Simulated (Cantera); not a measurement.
An isothermal, constant-pressure homogeneous reactor starts with 41.7 % NO, 58.3 % N₂, at 2075 K and 18000 Pa.

Computed with Cantera and GRI-Mech 3.0 (53 species, 325 reactions).

One state of this run: x NO = 0.382; x N₂O = 6.36e-5; x O₂ = 0.0171; x O = 0.000453; x N₂ = 0.601; x NO₂ = 7.90e-5. x: mole fraction; the columns are a selection and need not sum to one.

Problem. Which value of t (s) does it belong to?
(A) 0.0631
(B) 0.158
(C) 1.00
(D) 0.000100

Solution. B, 0.158
